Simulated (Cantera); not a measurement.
A perfectly stirred reactor is fed with NH3 : N2 = 1 : 26 (molar parts), at 51.0 Torr; it is held at 1723 K, and followed from long to short residence time.

Computed with Cantera and the gas-phase N/H chemistry of the illustrative SiF4/NH3 mechanism in the Surface Chemkin manual (1991). Walls and surfaces, which speed up NH3 decomposition in real reactors, are not modelled.

Question: What does this change do: N2 26 to 3.4 parts?

Answer: 
| quantity | before | after |
|---|---|---|
| x(NH3) at τ = 2.30 s | 0.0264 | 0.169 |
| x(N2H2) at τ = 2.30 s | 8.97e-8 | 4.72e-7 |
| x(NH) at τ = 2.30 s | 1.28e-6 | 1.79e-6 |
| x(N2H4) at τ = 2.30 s | 9.39e-10 | 7.36e-9 |
| x(NH2) at τ = 2.30 s | 4.63e-5 | 0.000130 |
| x(NH3) at τ = 37.0 ms | 0.0369 | 0.226 |
| x(N2H2) at τ = 37.0 ms | 4.72e-8 | 4.83e-7 |
| x(NH) at τ = 37.0 ms | 2.89e-7 | 7.62e-7 |
| x(N2H4) at τ = 37.0 ms | 1.15e-9 | 1.15e-8 |
| x(NH2) at τ = 37.0 ms | 5.12e-5 | 0.000162 |

Question: What does this change do: N2 26 to 12 parts?

Answer: 
```csv
quantity,before,after
x(NH3) at τ = 2.30 s,0.0264,0.0559
x(N2H2) at τ = 2.30 s,8.97e-8,1.79e-7
x(NH) at τ = 2.30 s,1.28e-6,1.52e-6
x(N2H4) at τ = 2.30 s,9.39e-10,2.22e-9
x(NH2) at τ = 2.30 s,4.63e-5,7.13e-5
x(NH3) at τ = 37.0 ms,0.0369,0.0766
x(N2H2) at τ = 37.0 ms,4.72e-8,1.36e-7
x(NH) at τ = 37.0 ms,2.89e-7,4.71e-7
x(N2H4) at τ = 37.0 ms,1.15e-9,3.31e-9
x(NH2) at τ = 37.0 ms,5.12e-5,8.70e-5
```
